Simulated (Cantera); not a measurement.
# Counterflow diffusion flame

A counterflow diffusion flame at 0.918 atm, nozzles 20 mm apart: fuel side 100 % CH4 at 348 K, oxidiser side 18.0 % O2, 82.0 % N2 at 375 K, fuel mass flux 0.83 times the oxidiser's; mixture-averaged transport, no radiation.

Model: GRI-Mech 3.0 (53 species, 325 reactions), integrated in Cantera. GRI-Mech 3.0 has no aromatics or soot, which form on the fuel side of real flames. The maximum strain rate includes the flame's own expansion and is several times the mean. A flux with no burning solution from the previous one only brackets extinction.

```csv
oxidiser flux (kg/m²/s),max strain (1/s),mean strain (1/s),T max (K),peak x OH,peak x H,peak x NO,peak x CO,peak x C2H2
0.23,168,31.9,1921,0.00465,0.00281,0.000130,0.0354,0.00685
0.31,221,43.0,1906,0.00456,0.00288,0.000113,0.0355,0.00624
0.42,291,58.3,1891,0.00445,0.00295,9.48e-5,0.0359,0.00564
0.56,375,77.7,1874,0.00429,0.00298,7.68e-5,0.0364,0.00505
0.75,483,104,1852,0.00405,0.00294,5.77e-5,0.0370,0.00435
1,615,139,1817,0.00363,0.00275,3.68e-5,0.0375,0.00336
```
x: mole fraction; the columns are a selection and need not sum to one.

At the next flux tried, 1.4 kg/m²/s, no burning solution was found from the previous one.
